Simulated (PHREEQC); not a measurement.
City or well water: speciation

A made-up water analysis in mg/L, 20 °C, pH 8.44, pe 10.8:

```csv
constituent,mg/L
Na,11.8
K,4.7
Ca,14.3
Mg,3.29
Cl,17.1
S(6) as SO4,14.1
Alkalinity as HCO3,49.5
O(0) (dissolved oxygen),0.0526
Pb,0.199
Cd,0.157
```

Valence states are taken as typed.

The numbers come from PHREEQC with the ion-association model, wateq4f.dat.

Precipitation was switched off in this run.

Problem. Estimate the charge-balance error.

Solution. charge-balance error 1.1 %.

Problem. In which forms is Cd present?

Solution. Cd+2 90 %, CdCl+ 3.3 %, CdSO4 2.3 %, CdHCO3+ 1.8 %, CdOH+ 1.2 % of the Cd.

The solution is supersaturated, for example in Otavite, Pb(OH)2, so a real one may precipitate; this is no full list. Complexes and solids missing from the database can't appear.
